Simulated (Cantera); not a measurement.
Charge: 1 mol Si, 0.0012 mol O2, 2.2 mol H2, at 1127 °C and 0.320 Pa.

These are equilibrium values from Cantera (NASA tables, ideal gas, pure condensed phases), not measurements of a reactor. Candidate condensed phases: H2O, Si, SiO2; 18 gas species. Equilibrium is a limit: real reactors are often held back by kinetics, nucleation or transport.

Base state: H2 0.996, H 0.00271, SiO 0.00109, Si 0.000257 (mole fractions); condensed: Si(s).

Q: What changes in the equilibrium state with this change: O2 from 0.0012 to 0.0023 mol?

A: 
| species | before | after |
|---|---|---|
| H2 | 0.996 | 0.995 |
| H | 0.00271 | 0.00271 |
| SiO | 0.00109 | 0.00208 |
| Si | 0.000257 | 0.000257 |
| Si(s), mol | 0.997 | 0.995 |

Q: What changes in the equilibrium state with this change: O2 from 0.0012 to 0.0016 mol?

A: 
```tsv
species	before	after
H2	0.996	0.996
H	0.00271	0.00271
SiO	0.00109	0.00145
Si	0.000257	0.000257
Si(s), mol	0.997	0.996
```
